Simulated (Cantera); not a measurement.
Feed: 1 mol CH2F2, 0.037 mol HCl, 1.9 mol H2, equilibrated at 3398 K and 1.00 bar.

Cantera equilibrium calculation (NASA polynomials, part measured and part estimated; ideal gas, pure solids and liquids). Candidate condensed phases: C, C6H6, C7H8, C8H18; 118 gas species. The numbers say what is thermodynamically allowed, not how fast it happens.

Base state: HF 0.429, H2 0.249, H 0.232, C2H2 (acetylene) 0.0429, C3 0.0130, C2H 0.0113, HCl 0.00495, F 0.00469 (mole fractions); condensed: C(graphite).

Q: What changes in the equilibrium state with this change: pressure from 1.00 bar to 0.00170 bar?

A: 
```csv
species,before,after
H,0.232,0.645
F,0.00469,0.171
C,0.00143,0.0822
HF,0.429,0.0739
H2,0.249,0.00327
C2H2 (acetylene),0.0429,5.38e-6
C2H,0.0113,0.000301
C3,0.0130,0.00715
C4H2,0.00307,3.70e-9
C6H2,0.000236,<1e-9
CH3,4.48e-5,<1e-9
C3H3 (propargyl),1.65e-5,<1e-9
"C(graphite), mol",0.212,0
```
